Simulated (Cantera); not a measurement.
Input: 1 mol SiH2Cl2, 0.0094 mol C3H8, 310 mol H2, held at 110 Pa.

Equilibrium computed with Cantera from the NASA thermochemical tables; the gas is ideal and each condensed phase is pure. Candidate condensed phases: C, C6H6, C7H8, C8H18, Si, SiC; 109 gas species. Equilibrium is a limit: real reactors are often held back by kinetics, nucleation or transport. All values below are at 2148 K.

Base state: H2 0.874, H 0.117, HCl 0.00546, Si 0.00294, Cl 0.000538, SiH 4.47e-5, C2H2 (acetylene) 3.55e-5 (mole fractions); condensed: gas only.

**Question.** What changes in the equilibrium state with this change: pressure from 110 Pa to 1000 Pa?

**Answer.** 
```csv
species,before,after
H2,0.874,0.950
H,0.117,0.0406
HCl,0.00546,0.00602
Si,0.00294,0.00286
SiCl2,1.02e-6,1.01e-5
SiH2,2.98e-6,2.87e-5
Si2C,3.36e-6,2.47e-5
SiCl,8.71e-6,2.71e-5
SiH,4.47e-5,0.000137
```
The tables' values for SiCl are old estimates; treat these amounts as uncertain. Gases not in the tables: Si2H6 and higher silanes.
